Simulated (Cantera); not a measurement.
Input: 1 mol C₂H₅OH, 1.1 mol CO₂, equilibrated at 2652 °C and 0.0140 bar.

Equilibrium computed with Cantera from the NASA thermochemical tables; the gas is ideal and each condensed phase is pure. Candidate condensed phases: C, C₆H₆, C₇H₈, C₈H₁₈, H₂O; 110 gas species. Equilibrium is a limit: real reactors are often held back by kinetics, nucleation or transport.

Base state: H 0.428, CO 0.395, H₂ 0.165, O 0.00481, H₂O 0.00368, OH 0.00299, CO₂ 0.00122, O₂ 4.28e-5 (mole fractions); condensed: gas only.

Task: What changes in the equilibrium state with this change: CO₂ from 1.1 to 0.99 mol?

Result: 
```tsv
species	before	after
H	0.428	0.438
CO	0.395	0.389
H₂	0.165	0.172
C₂H₂ (acetylene)	<1e-9	0.000272
C₂H	<1e-9	0.000106
```
